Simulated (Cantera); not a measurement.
# borazine + H2O + N2 (boron, boron nitride and boron oxide)

Input: 1 mol borazine, 0.71 mol H2O, 0.32 mol N2, equilibrated at 775 °C and 16.0 mbar.

Cantera equilibrium calculation (NASA polynomials, part measured and part estimated; ideal gas, pure solids and liquids). Candidate condensed phases: B, BN, B2O3, B3O3H3, H2O; 39 gas species. The feed counts by its element totals alone. Mutual solubility and eutectic melting of coexisting phases are not modelled. The numbers say what is thermodynamically allowed, not how fast it happens.

- x(H2) = 0.869
- x(N2) = 0.130
- x(H2O) = 0.00106
- x(HBO2) = 1.75e-5
- x(NH3) = 2.01e-6
- n(BN(s)) = 2.53 mol
- n(B2O3(l)) = 0.235 mol
- gas amount = 4.265 mol
- log10 activity of B(s) (absent) = -6.55
- log10 activity of B3O3H3(s) (absent) = -15.28
